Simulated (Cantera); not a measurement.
**Hydrocarbon pyrolysis for carbon deposition**

A perfectly stirred reactor is fed with 53.2 % CH4, 46.8 % H2, at 1900 Pa; it is held at 1800 K, and followed from long to short residence time.

Computed with Cantera and GRI-Mech 3.0 (53 species, 325 reactions). GRI-Mech 3.0 stops at C3 and has no aromatics, soot or wall deposition, so with more carbon than oxygen in the feed, carbon stays in small species such as C2H2 where larger ones or solid carbon would form. Radical loss at walls, strong at low pressure, is not modelled.

```json
[
 {"τ (s)": "0.33", "x CH4": "0.0735", "x H2": "0.774", "x CH3": "0.00251", "x H": "0.00133", "x CH2": "3.09e-6", "x C2H": "2.22e-6", "x C2H2": "0.148"},
 {"τ (s)": "0.13", "x CH4": "0.122", "x H2": "0.741", "x CH3": "0.00375", "x H": "0.00116", "x CH2": "3.78e-6", "x C2H": "1.78e-6", "x C2H2": "0.131"},
 {"τ (s)": "0.051", "x CH4": "0.193", "x H2": "0.692", "x CH3": "0.00538", "x H": "0.000988", "x CH2": "4.55e-6", "x C2H": "1.31e-6", "x C2H2": "0.105"},
 {"τ (s)": "0.020", "x CH4": "0.288", "x H2": "0.626", "x CH3": "0.00714", "x H": "0.000806", "x CH2": "5.19e-6", "x C2H": "7.89e-7", "x C2H2": "0.0701"},
 {"τ (s)": "0.0078", "x CH4": "0.403", "x H2": "0.548", "x CH3": "0.00807", "x H": "0.000582", "x CH2": "4.95e-6", "x C2H": "2.80e-7", "x C2H2": "0.0302"},
 {"τ (s)": "0.0030", "x CH4": "0.501", "x H2": "0.484", "x CH3": "0.00582", "x H": "0.000297", "x CH2": "2.50e-6", "x C2H": "1.93e-8", "x C2H2": "0.00360"},
 {"τ (s)": "0.0012", "x CH4": "0.527", "x H2": "0.470", "x CH3": "0.00248", "x H": "0.000115", "x CH2": "5.36e-7", "x C2H": "1.99e-10", "x C2H2": "9.29e-5"},
 {"τ (s)": "0.00046", "x CH4": "0.531", "x H2": "0.468", "x CH3": "0.000946", "x H": "4.43e-5", "x CH2": "8.59e-8", "x C2H": "1.32e-12", "x C2H2": "1.60e-6"},
 {"τ (s)": "0.00018", "x CH4": "0.531", "x H2": "0.468", "x CH3": "0.000370", "x H": "1.86e-5", "x CH2": "1.34e-8", "x C2H": "<1e-12", "x C2H2": "3.19e-8"}
]
```
x: mole fraction; the columns are a selection and need not sum to one.
